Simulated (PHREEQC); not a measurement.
PHREEQC input (ion-association model, wateq4f.dat):

```
SOLUTION_MASTER_SPECIES
  An  An-  0  An  62.0  # stands for a non-complexing anion
SOLUTION_SPECIES
  An- = An-
    -log_k 0
    -gamma 3.0 0
PHASES
  Fix_H+
    H+ = H+
    -log_k 0
SOLUTION 1
  temp 25
  units mmol/kgw
  pH 7 charge
  F 0.092
  Na 10.108
  S(6) 0.008
  An 10
END
SELECTED_OUTPUT 1
  -reset false
  -pH true
  -pe true
  -ionic_strength true
  -water true
  -totals F Na S S(-2) S(6)
  -molalities Hfo_wOH Hfo_wOH2+ Hfo_wO- Hfo_sOH Hfo_sOH2+ Hfo_sO- Hfo_wF Hfo_wOHF- Hfo_wSO4- Hfo_wOHSO4-2
  -saturation_indices Mirabilite
USER_PUNCH 1
  -headings sigma psi
  10 PUNCH EDL("sigma", "Hfo"), EDL("psi", "Hfo")
PRINT
  -reset false
USE solution 1
SURFACE 1
  Hfo_wOH 0.000539326 600 0.24
  Hfo_sOH 1.34831e-05
EQUILIBRIUM_PHASES 1
  Fix_H+ -4 HAn 10
    -force_equality true
  O2(g) -0.68 10
END
# ... the last block is repeated for the other 12 points of pH, with NaOH or the acid as the point needs
```

Selected output (columns that matter, 11 of 13 rows; pH added in front):

```
pH	mu	F	Na	S	m_Hfo_wOH	m_Hfo_wOH2+	m_Hfo_wO-	m_Hfo_sOH	m_Hfo_sOH2+	m_Hfo_sO-	m_Hfo_wF	si_Mirabilite	sigma	psi
4	0.010351	8.7174e-06	0.010108	8.5485e-09	0.00014094	0.00030562	1.489e-06	4.2413e-06	9.197e-06	4.4808e-08	4.859e-05	-11.232	0.17876	0.17474
4.67	0.010219	1.5314e-05	0.010108	3.8922e-08	0.00021834	0.00023162	4.715e-06	6.4747e-06	6.8686e-06	1.3982e-07	3.118e-05	-10.57	0.11725	0.15347
5.33	0.010167	2.9468e-05	0.010108	2.31e-07	0.0002856	0.0001726	1.0826e-05	8.2102e-06	4.9617e-06	3.1122e-07	1.7556e-05	-9.7953	0.072179	0.12888
6.67	0.01013	7.204e-05	0.010108	5.2581e-06	0.00038694	9.2678e-05	3.7009e-05	1.0098e-05	2.4187e-06	9.6588e-07	2.6742e-06	-8.4375	0.023216	0.073393
7.33	0.010123	8.5059e-05	0.010108	7.6573e-06	0.00040689	7.3652e-05	5.1496e-05	1.0312e-05	1.8665e-06	1.305e-06	7.2659e-07	-8.2742	0.010618	0.041545
8	0.010116	9.0173e-05	0.010108	7.9779e-06	0.00041254	6.4263e-05	6.067e-05	1.0349e-05	1.6121e-06	1.522e-06	1.6698e-07	-8.2563	0.0013274	0.0057681
8.67	0.010125	9.1559e-05	0.010124	7.9987e-06	0.00041332	5.7485e-05	6.808e-05	1.0341e-05	1.4383e-06	1.7034e-06	3.6316e-08	-8.254	-0.00755	-0.030954
9.33	0.010153	9.189e-05	0.010161	7.9999e-06	0.0004114	4.9513e-05	7.8307e-05	1.0287e-05	1.2381e-06	1.9581e-06	7.9354e-09	-8.2511	-0.019845	-0.066282
10.67	0.010693	9.1991e-05	0.010742	8e-06	0.00038041	2.4702e-05	0.00013421	9.5103e-06	6.1755e-07	3.3552e-06	3.3486e-10	-8.2095	-0.075219	-0.1297
11.33	0.012617	9.1997e-05	0.012709	8e-06	0.00032415	1.1839e-05	0.00020333	8.1038e-06	2.9597e-07	5.0832e-06	6.1868e-11	-8.0859	-0.13153	-0.15396
12	0.02189	9.1999e-05	0.022055	8e-06	0.00020021	2.7297e-06	0.00033639	5.0052e-06	6.8243e-08	8.4096e-06	7.8888e-12	-7.6924	-0.22917	-0.16828
```

Species that the database lacks are ignored.
